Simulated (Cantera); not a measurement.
Charge: 1 mol C2F6, 7.9 mol H2, equilibrated at 2625 K and 1.30 Pa.

These are equilibrium values from Cantera (NASA tables, ideal gas, pure condensed phases), not measurements of a reactor. Candidate condensed phases: C, C6H6, C7H8, C8H18; 95 gas species. The feed counts by its element totals alone. Equilibrium is a limit: real reactors are often held back by kinetics, nucleation or transport.

Base state: H 0.629, HF 0.191, F 0.120, C 0.0291, C3 0.0211, C2 0.00450, H2 0.00285, CF 0.00250 (mole fractions); condensed: gas only.

What changes in the equilibrium state with this change: H2 from 7.9 to 0.94 mol?


```tsv
species	before	after
F	0.120	0.621
HF	0.191	0.151
H	0.629	0.0963
C3	0.0211	0.0615
CF	0.00250	0.0185
C	0.0291	0.0416
H2	0.00285	6.69e-5
CF2	4.09e-6	0.000157
C5	2.07e-5	0.000123
C4	9.38e-6	3.90e-5
```
